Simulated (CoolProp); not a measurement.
Model: reference Helmholtz-energy equation of state, Thol 2019, in CoolProp.

Question: Give the vapour pressure (bar), vapour density (kg/m³), enthalpy of vaporisation (kJ/kg), vapour viscosity (µPa s) of saturated n-hexane at -32.75, -3.65, 83.65 °C.

Answer: 
| T (°C) | p (bar) | vapour density (kg/m³) | enthalpy of vaporisation (kJ/kg) | vapour viscosity (µPa s) |
|---|---|---|---|---|
| -32.75 | 0.00783 | 0.0338 | 404 | 5.05 |
| -3.65 | 0.0495 | 0.192 | 385 | 5.66 |
| 83.65 | 1.58 | 4.93 | 323 | 7.43 |

Viscosity comes from a separate model (Michailidou 2013).
